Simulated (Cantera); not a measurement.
A closed system holds: 1 mol MgO, 21 mol HCl, 0.55 mol O2, 6.1 mol Cl2, equilibrated at 1825 K and 0.0225 Torr.

Method: chemical equilibrium by Gibbs-energy minimisation in Cantera with the NASA 1993 tables (ideal gas, pure condensed phases). Candidate condensed phases: H2O, Mg, MgCl2, MgO, Mg(OH)2; 22 gas species. The numbers say what is thermodynamically allowed, not how fast it happens.

Base state: HCl 0.505, Cl 0.400, H2O 0.0411, MgCl2 0.0283, O2 0.00720, H 0.00622, H2 0.00599, OH 0.00298 (mole fractions); condensed: gas only.

Q: What changes in the equilibrium state with this change: temperature from 1825 K to 998.15 K?

A: 
```json
[
 {"species": "HCl", "before": "0.505", "after": "0.742"},
 {"species": "Cl2", "before": "3.81e-5", "after": "0.190"},
 {"species": "Cl", "before": "0.400", "after": "0.0301"},
 {"species": "H2O", "before": "0.0411", "after": "0.000857"},
 {"species": "O2", "before": "0.00720", "after": "0.0249"},
 {"species": "MgCl2", "before": "0.0283", "after": "0.0116"},
 {"species": "H", "before": "0.00622", "after": "<1e-9"},
 {"species": "H2", "before": "0.00599", "after": "<1e-9"},
 {"species": "MgO(s), mol", "before": "0", "after": "0.673"}
]
```

Q: What changes in the equilibrium state with this change: HCl from 21 to 13 mol?

A: 
| species | before | after |
|---|---|---|
| Cl | 0.400 | 0.474 |
| HCl | 0.505 | 0.419 |
| MgCl2 | 0.0283 | 0.0378 |
| O2 | 0.00720 | 0.0199 |
| H2O | 0.0411 | 0.0335 |
| H2 | 0.00599 | 0.00294 |
| O | 0.00238 | 0.00396 |
| H | 0.00622 | 0.00436 |
| Cl2 | 3.81e-5 | 5.36e-5 |
